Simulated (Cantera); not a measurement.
Cantera with NASA thermochemical tables; ideal gases at 1 bar, condensed phases pure. Values are per mole of reaction as written; species without (g) are pure solids or liquids, kept so even where they would boil at 1 bar.

### Question
Between 300 and 2123 K, where is each reaction favourable under standard conditions?
- 4 H(g) + Na₂SO₄ ⇌ 2 H₂O₂(g) + Na₂S

### Answer
- 4 H(g) + Na₂SO₄ ⇌ 2 H₂O₂(g) + Na₂S: ΔG° is -110 kJ at 300 K and 134 kJ at 2123 K; it changes sign between 300 and 1823 K. ΔH° is -216 kJ and ΔS° -165 J/K at 2123 K.
